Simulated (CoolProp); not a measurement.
Vapour-liquid equilibrium of sulfur hexafluoride (1) + n-pentane (2) at 16.35 °C; x and y are mole fractions of (1).

Values from CoolProp's multi-fluid Helmholtz-energy mixture model, Guder 2009 and Thol 2019; pair parameters Bell 2016.

```json
[
 {"x": "0.05", "bubble pressure, mixture model (kPa)": "379.5", "bubble pressure, Raoult's law (kPa)": "142.5", "y, mixture model": "0.863", "y, Raoult's law": "0.673"},
 {"x": "0.15", "bubble pressure, mixture model (kPa)": "916.1", "bubble pressure, Raoult's law (kPa)": "329.4", "y, mixture model": "0.938", "y, Raoult's law": "0.873"},
 {"x": "0.25", "bubble pressure, mixture model (kPa)": "1263", "bubble pressure, Raoult's law (kPa)": "516.4", "y, mixture model": "0.952", "y, Raoult's law": "0.929"},
 {"x": "0.35", "bubble pressure, mixture model (kPa)": "1440", "bubble pressure, Raoult's law (kPa)": "703.3", "y, mixture model": "0.956", "y, Raoult's law": "0.955"},
 {"x": "0.45", "bubble pressure, mixture model (kPa)": "1505", "bubble pressure, Raoult's law (kPa)": "890.3", "y, mixture model": "0.958", "y, Raoult's law": "0.970"},
 {"x": "0.55", "bubble pressure, mixture model (kPa)": "1522", "bubble pressure, Raoult's law (kPa)": "1077", "y, mixture model": "0.958", "y, Raoult's law": "0.980"},
 {"x": "0.65", "bubble pressure, mixture model (kPa)": "1537", "bubble pressure, Raoult's law (kPa)": "1264", "y, mixture model": "0.959", "y, Raoult's law": "0.986"},
 {"x": "0.75", "bubble pressure, mixture model (kPa)": "1581", "bubble pressure, Raoult's law (kPa)": "1451", "y, mixture model": "0.962", "y, Raoult's law": "0.992"},
 {"x": "0.85", "bubble pressure, mixture model (kPa)": "1671", "bubble pressure, Raoult's law (kPa)": "1638", "y, mixture model": "0.969", "y, Raoult's law": "0.996"},
 {"x": "0.95", "bubble pressure, mixture model (kPa)": "1820", "bubble pressure, Raoult's law (kPa)": "1825", "y, mixture model": "0.986", "y, Raoult's law": "0.999"}
]
```

The largest gap from Raoult's law is +178.1 % in bubble pressure, at x = 0.15. No azeotrope shows between x = 0.05 and 0.95.

The pair parameters rest on a limited set of measurements; away from them the model extrapolates. With so large a gap from Raoult's law the liquid may split in two, which this calculation doesn't test in full.
